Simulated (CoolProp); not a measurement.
Properties of ethanol along the isotherm 534.6 K (Tc = 514.7 K, pc = 62.68 bar, ω = 0.644).

Model: reference Helmholtz-energy equation of state, Schroeder 2014, in CoolProp.

```csv
p (bar),phase,cv (kJ/(kg K)),Joule-Thomson coefficient (K/MPa),isothermal compressibility (1/MPa),fugacity coefficient
0.991,gas,2.006,8.442,10.13,0.9961
1.5,gas,2.010,8.448,6.707,0.9941
2.26,gas,2.016,8.457,4.465,0.9911
3.4,gas,2.025,8.470,2.982,0.9866
5.13,gas,2.040,8.492,1.991,0.9798
7.74,gas,2.062,8.525,1.335,0.9696
11.7,gas,2.098,8.580,0.8997,0.9541
17.6,gas,2.152,8.672,0.6168,0.9310
26.6,gas,2.243,8.842,0.4316,0.8958
40.1,gas,2.398,9.196,0.3215,0.8427
60.5,gas,2.715,10.03,0.3024,0.7600
91.3,supercritical,3.365,4.538,0.2293,0.6144
138,supercritical,3.138,1.146,0.02648,0.4566
208,supercritical,3.038,0.4639,0.01042,0.3506
313,supercritical,2.977,0.1775,0.005600,0.2846
```
